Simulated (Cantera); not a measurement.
What does this Cantera script print?

```python
import numpy as np
import cantera as ct

gas_names = """
    O2 CO
""".split()
cond_names = """
    Ta(cr) TaC(s) Ta2O5(s)
""".split()


# ... load() reads the species with a 1 bar reference pressure and builds the phases ...
species = {s.name: s for s in load("nasa_gas.yaml", gas_names) + load("nasa_condensed.yaml", cond_names)}
T = 1600
g = {n: (s.thermo.h(T) - T * s.thermo.s(T)) / (ct.gas_constant * T * np.log(10)) for n, s in species.items()}
valid = cond_names  # the entries whose range holds T


def stable(la, lb):
    # potentials (over RT ln 10) of the two non-metals from log10 p(O2) and log10 p(CO) in bar
    mu = {}
    mu["O"] = (g["O2"] + la) / 2
    mu["C"] = (g["CO"] + lb - 1 * mu["O"]) / 1
    cost = {}
    for n in valid:
        c = species[n].composition
        cost[n] = (g[n] - sum(c.get(e, 0) * m for e, m in mu.items())) / c["Ta"]
    return min(cost, key=cost.get)


results = []
for lb in [0, -1.1, -2.2, -3.2, -4.3, -5.4, -6.5, -7.6, -8.7, -9.8, -10.8, -11.9, -13]:
    row = [stable(la, lb) for la in [-28, -26.8, -25.6, -24.3, -23.1, -21.9, -20.7, -19.5, -18.3, -17, -15.8, -14.6, -13.4, -12.2, -11, -9.7, -8.5, -7.3, -6.1, -4.9, -3.7, -2.4, -1.2, 0]]
    results.append(row)
    print(f"{lb:6.1f}  " + " ".join(f"{valid.index(n):x}" for n in row))
print("key: " + ", ".join(f"{i:x} {n}" for i, n in enumerate(valid)))
```

Output:

```
   0.0  1 1 1 1 1 1 1 1 1 1 1 2 2 2 2 2 2 2 2 2 2 2 2 2
  -1.1  1 1 1 1 1 1 1 1 1 1 1 2 2 2 2 2 2 2 2 2 2 2 2 2
  -2.2  1 1 1 1 1 1 1 1 1 1 2 2 2 2 2 2 2 2 2 2 2 2 2 2
  -3.2  1 1 1 1 1 1 1 1 1 1 2 2 2 2 2 2 2 2 2 2 2 2 2 2
  -4.3  1 1 1 1 1 1 1 1 1 2 2 2 2 2 2 2 2 2 2 2 2 2 2 2
  -5.4  1 1 1 1 1 1 1 1 1 2 2 2 2 2 2 2 2 2 2 2 2 2 2 2
  -6.5  1 1 1 1 1 1 1 0 0 2 2 2 2 2 2 2 2 2 2 2 2 2 2 2
  -7.6  1 1 1 1 1 0 0 0 0 2 2 2 2 2 2 2 2 2 2 2 2 2 2 2
  -8.7  1 1 1 0 0 0 0 0 0 2 2 2 2 2 2 2 2 2 2 2 2 2 2 2
  -9.8  1 0 0 0 0 0 0 0 0 2 2 2 2 2 2 2 2 2 2 2 2 2 2 2
 -10.8  0 0 0 0 0 0 0 0 0 2 2 2 2 2 2 2 2 2 2 2 2 2 2 2
 -11.9  0 0 0 0 0 0 0 0 0 2 2 2 2 2 2 2 2 2 2 2 2 2 2 2
 -13.0  0 0 0 0 0 0 0 0 0 2 2 2 2 2 2 2 2 2 2 2 2 2 2 2
key: 0 Ta(cr), 1 TaC(s), 2 Ta2O5(s)
```

Source: NASA polynomial tables (part measured, part estimated), evaluated in Cantera. TaC: taken at fixed stoichiometry. Not in the tables: Ta2C. Part of the grid cannot be reached: there another gas would pass 10 bar, or a non-metal would condense.
